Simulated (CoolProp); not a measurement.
n-nonane at 298.15 K and 12.8 MPa flows at 2.4 m/s in a round tube of 6 mm bore and 45 µm roughness, fully developed (64/Re and Nu = 3.66 if laminar; Colebrook and Gnielinski if turbulent). Each further row changes one setting.

Values from CoolProp's reference Helmholtz-energy equation of state, Lemmon 2006. It is a short technical equation, of lower accuracy than the large ones.

```tsv
case	Reynolds number	Darcy friction factor	pressure drop (Pa/m)	heat-transfer coefficient (W/(m² K))	mass flow (kg/h)
as stated	13900	___	13600	3540	177
velocity 4.8 m/s	27900	0.0369	51300	7110	354
diameter 12 mm	27900	0.0315	5470	___	___
```

Fill in the missing entries.


- as stated, Darcy friction factor: 0.0390
- diameter 12 mm, heat-transfer coefficient (W/(m² K)): 3230
- diameter 12 mm, mass flow (kg/h): 708

Viscosity comes from a separate model (Huber 2004). Thermal conductivity comes from a separate model (Huber 2005).
